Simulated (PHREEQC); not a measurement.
Dissolve 0.011 mol/kgw MgCl2, 0.088 mol/kgw NaHCO3 and 0.00014 mol/kgw KCl at 25 °C. Closed to the air; pH follows from the charge balance.

Model: ion-association model, wateq4f.dat, run in PHREEQC.

Precipitation was switched off in this run.

Q: Predict the pH.

A: pH 7.91.

Q: In which forms is C present?

A: HCO3- 90 %, MgHCO3+ 3.2 %, NaHCO3 2.6 %, CO2 1.9 %, MgCO3 0.7 %, CO3-2 0.7 % of the C.

Examples of supersaturated solids here: Magnesite (slow to form). Others may be too. Complexes and solids missing from the database can't appear.
